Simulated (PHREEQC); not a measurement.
A PHREEQC input (ion-association model, wateq4f.dat):

```
SOLUTION 1
  temp 26
  units mg/L
  pH 6.78
  pe 12.5
  Na 0.657
  K 0.182
  Ca 1.06
  Mg 0.621
  Cl 2.55 charge
  Li 0.1 charge
  S(6) 2.52 as SO4
  Alkalinity 0.968 as HCO3
  Cu(2) 0.0295
END
USE solution 1
EQUILIBRIUM_PHASES 1
  CO2(g) -2 10
END
```

It stops with these messages:

```
ERROR: Charge balance specified for more than one species.
ERROR: Program terminating due to input errors.
```

The fault: two constituents marked charge. The line should read `Cl 2.55` where the input has `Cl 2.55 charge / Li 0.1 charge`. With the mend the run ends at pH 5.17 and ionic strength 0.000224 mol/kgw.
